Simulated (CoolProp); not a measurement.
Diethyl ether along the isobar 12.5 bar: fugacity coefficient from the reference equation and from simpler models built on Tc = 194.7 °C, pc = 37.17 bar, ω = 0.282; each cubic takes its own stable root.

Values from CoolProp's reference Helmholtz-energy equation of state, Thol 2014.

```json
[
 {"T (°C)": "64.05", "phase": "liquid", "reference": "0.2001"},
 {"T (°C)": "85.15", "phase": "liquid", "reference": "0.3372"},
 {"T (°C)": "106.25", "phase": "liquid", "reference": "0.5247"},
 {"T (°C)": "127.35", "phase": "liquid", "reference": "0.7630"},
 {"T (°C)": "148.35", "phase": "gas", "reference": "0.8353"},
 {"T (°C)": "169.45", "phase": "gas", "reference": "0.8622"},
 {"T (°C)": "190.55", "phase": "gas", "reference": "0.8834"},
 {"T (°C)": "211.65", "phase": "gas", "reference": "0.9005"},
 {"T (°C)": "232.65", "phase": "gas", "reference": "0.9146"},
 {"T (°C)": "253.75", "phase": "gas", "reference": "0.9264"},
 {"T (°C)": "274.85", "phase": "gas", "reference": "0.9363"}
]
```

How far does each simpler model (van der Waals, Redlich-Kwong, Soave-Redlich-Kwong, Peng-Robinson) lie from the reference over these 11 states: mean and median of the absolute difference, and the worst?


- van der Waals: mean 37.4 %, median 2.8 %, worst +201.3 % at 64.05 °C and 12.5 bar
- Redlich-Kwong: mean 12.6 %, median 0.7 %, worst +55.7 % at 64.05 °C and 12.5 bar
- Soave-Redlich-Kwong: mean 0.8 %, median 0.3 %, worst +2.3 % at 127.35 °C and 12.5 bar
- Peng-Robinson: mean 0.7 %, median 1.0 %, worst -1.2 % at 211.65 °C and 12.5 bar

At some of these states van der Waals, Redlich-Kwong gives the other phase, because its saturation line lies elsewhere.
